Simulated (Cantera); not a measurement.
An isothermal, constant-pressure homogeneous reactor starts with 33.3 % C₂H₆, 66.7 % N₂, at 1400 K and 101000 Pa.

Model: GRI-Mech 3.0 (53 species, 325 reactions), integrated in Cantera. GRI-Mech 3.0 stops at C3 and has no aromatics, soot or wall deposition, so with more carbon than oxygen in the feed, carbon stays in small species such as C2H2 where larger ones or solid carbon would form.

Question: Predict: x(C₂H₆) at 2.00 s; x(H₂) at 2.00 s; x(HCN) at 2.00 s; x(C₂H₂) at 2.00 s; x(CH₃) at 2.00 s; x(CH₄) at 2.00 s.

Answer: 
- x(C₂H₆) at 2.00 s: 0.000154 (gas-phase equilibrium 0.000114)
- x(H₂) at 2.00 s: 0.269 (gas-phase equilibrium 0.260)
- x(HCN) at 2.00 s: 1.38e-9 (gas-phase equilibrium 0.0918)
- x(C₂H₂) at 2.00 s: 0.144 (gas-phase equilibrium 0.102)
- x(CH₃) at 2.00 s: 2.36e-5 (gas-phase equilibrium 2.20e-5)
- x(CH₄) at 2.00 s: 0.102 (gas-phase equilibrium 0.115)
